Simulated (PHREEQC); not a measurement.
Model water analysis in mg/L, 25 °C, pH 3.46, pe 10.1: Na 2240; K 262; Ca 49.2; Mg 364; Cl 1540; S(6) as SO4 13700; Al 1.92.

Valence states are taken as typed.

Model: ion-association model, phreeqc.dat, run in PHREEQC.

**Question.** The ionic strength comes out as 0.326 mol/kgw. What activity coefficients do Ca+2, Al(SO4)2-, Al+3, Mg+2, AlSO4+ get?

**Answer.** Ca+2 0.28, Al(SO4)2- 0.70, Al+3 0.11, Mg+2 0.31, AlSO4+ 0.70.

No solid was allowed to form.
